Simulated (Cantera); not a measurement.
Input: 1 mol Si2H6, 0.47 mol N2O, equilibrated at 1473 K.

These are equilibrium values from Cantera (NASA tables, ideal gas, pure condensed phases), not measurements of a reactor. Candidate condensed phases: H2O, Si, SiO2, Si2N2O, Si3N4; 35 gas species. The feed counts by its element totals alone. Mutual solubility and eutectic melting of coexisting phases are not modelled. Rates play no part.

x: gas mole fraction; n: condensed amount in mol.

| P (Pa) | x H2 | x SiO | x N2 | x H | x Si | n Si(s) | n Si2N2O(s) |
|---|---|---|---|---|---|---|---|
| 5 | 0.858 | 0.0700 | 0.0700 | 0.00166 | 0.000109 | 1.30 | 0.226 |
| 36 | 0.980 | ? | ? | ? | ? | 1.09 | 0.440 |
| 260 | 0.997 | ? | ? | ? | ? | 1.06 | 0.466 |
| 1900 | 1.000 | 0.000184 | 0.000184 | 9.18e-5 | 2.88e-7 | 1.06 | 0.469 |
| 14000 | 1.000 | 2.50e-5 | 2.50e-5 | 3.38e-5 | 3.91e-8 | 1.06 | 0.470 |
| 100000 | 1.000 | 3.52e-6 | 3.48e-6 | 1.27e-5 | 5.47e-9 | 1.06 | 0.470 |

Question: Complete the blanks.

Answer: 
- 260, x SiO: 0.00135
- 260, x N2: 0.00135
- 260, x H: 0.000248
- 260, x Si: 2.11e-6
- 36, x SiO: 0.00972
- 36, x N2: 0.00972
- 36, x H: 0.000660
- 36, x Si: 1.52e-5
